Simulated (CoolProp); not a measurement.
A closed Brayton cycle with carbon dioxide: compressor inlet 309.15 K and 8.5 MPa, high pressure 16.1 MPa, turbine inlet 705 K, compressor efficiency 0.8, turbine efficiency 0.93, recuperator effectiveness 0.95 (on enthalpy, no pinch check). Each further row changes one setting.

Model: reference Helmholtz-energy equation of state, Span 1996, in CoolProp.

```tsv
case	thermal efficiency (%)	net work (kJ/kg)	compressor to turbine work	compressor exit (K)	turbine exit (K)
as stated	28.8	59.2	0.21	331.6	632.5
turbine inlet 655 K	26.9	53.0	0.22	331.6	585.3
compressor inlet 319.15 K	29.4	46.5	0.38	367.6	632.5
high pressure 13.7 MPa	25.5	45.9	0.19	325.7	650.6
recuperator effectiveness 0.5	15.9	59.2	0.21	331.6	632.5
```
